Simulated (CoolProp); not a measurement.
R236EA at 298.15 K and 0.138 MPa is compressed adiabatically to 0.741 MPa with isentropic efficiency 0.85. Each further row changes one setting.

Values from CoolProp's reference Helmholtz-energy equation of state, Rui 2013.

| case | work (kJ/kg) | final temperature (K) | final phase | final density (kg/m³) |
|---|---|---|---|---|
| as stated | … | … | gas | … |
| efficiency 1 | … | 341.0 | two-phase, vapour fraction 0.984 | … |
| efficiency 0.65 | … | … | gas | … |

**Question.** Some entries are withheld; supply them.

**Answer.** 
- as stated, work (kJ/kg): 30.9
- as stated, final temperature (K): 343.4
- as stated, final density (kg/m³): 47.6
- efficiency 1, work (kJ/kg): 26.2
- efficiency 1, final density (kg/m³): 49.0
- efficiency 0.65, work (kJ/kg): 40.4
- efficiency 0.65, final temperature (K): 352.5
- efficiency 0.65, final density (kg/m³): 45.3
